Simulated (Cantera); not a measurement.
An isothermal, constant-pressure homogeneous reactor starts with NO : N₂ = 1 : 0.81 (molar parts), at 2125 K and 0.133 bar.

Detailed kinetics in Cantera: GRI-Mech 3.0 (53 species, 325 reactions).

One state of this run: x NO = 0.533; x O = 0.000706; x NO₂ = 7.57e-5; x N₂O = 0.000124; x O₂ = 0.00942. x: mole fraction; the columns are a selection and need not sum to one.

### Question
Which value of t (s) does it belong to?
A. 0.0459
B. 0.569
C. 0.0862
D. 0.303

### Answer
A, 0.0459
